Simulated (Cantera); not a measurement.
Input (Python, Cantera) and output of one run.

```python
import numpy as np
import cantera as ct

gas_names = """
    CL CLO CL2 H HCL HNO HNO2 HNO3 HOCL HO2 H2 H2O H2O2 N NH NH2 NH3 NH2OH NO NO2 NO3 N2 N2H2 N2H4 N2O O
    OH O2 O3
""".split()
cond_names = """
    H2O(s) H2O(L) NH4CL(a) NH4CL(b)
""".split()


# ... load() reads the species with a 1 bar reference pressure and builds the phases ...
atoms = {
    'HCl': {'H': 1, 'CL': 1},
    'O2': {'O': 2},
    'N2': {'N': 2},
}
top_T = {}  # K; cautious upper limits of use, not melting points


# ... equilibrate(T, P, feed) seeds the gas with the atoms and calls Mixture.equilibrate('TP', solver="vcs", rtol=1e-11, max_steps=5000) ...
results = []
feed = {'HCl': 1, 'O2': 0.019, 'N2': 0.23}  # mol
T = 3123.15  # K
P = 13332.2  # Pa
mix = equilibrate(T, P, feed)
results.append((T, P, feed, dict(zip(mix.species_names, mix.species_moles))))
print(gas.report(threshold=0.001))
for i in range(1, mix.n_phases):
    print(f"{mix.phase(i).name:16s} {mix.phase_moles(i):12.5e} mol")
```

It prints:

```
       temperature   3123.2 K
          pressure   13332 Pa
           density   0.01316 kg/m^3
  mean mol. weight   25.632 kg/kmol
   phase of matter   gas

                          1 kg             1 kmol
                     ---------------   ---------------
          enthalpy        5.3395e+06        1.3686e+08  J
   internal energy        4.3264e+06         1.109e+08  J
           entropy              9955        2.5517e+05  J/K
    Gibbs function       -2.5751e+07       -6.6007e+08  J
 heat capacity c_p            1119.5             28694  J/K
 heat capacity c_v            795.08             20380  J/K

                      mass frac. Y      mole frac. X     chem. pot. / RT
                     ---------------   ---------------   ---------------
                CL           0.48815           0.35296           -22.117
                 H         0.0068751           0.17483           -12.772
               HCL           0.33553            0.2359           -34.889
                H2         0.0062131          0.078995           -25.545
               H2O         0.0051123         0.0072739           -45.859
                N2           0.14761           0.13506           -32.548
                 O         0.0048884         0.0078318           -20.314
                OH         0.0038859         0.0058566           -33.086
     [  +21 minor]         0.0017255         0.0012932
```

These are equilibrium values from Cantera (NASA tables, ideal gas, pure condensed phases), not measurements of a reactor.
